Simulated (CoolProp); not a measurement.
Computed with CoolProp (reference Helmholtz-energy equation of state, Zhou 2011).

Q: Give the vapour pressure (bar), liquid density (kg/m³), vapour Z of saturated dimethyl carbonate at 302.6, 360.3, 394.9 K.

A: 
```tsv
T (K)	p (bar)	liquid density (kg/m³)	vapour Z
302.6	0.0909	1060	0.995
360.3	0.921	978	0.973
394.9	2.53	927	0.944
```
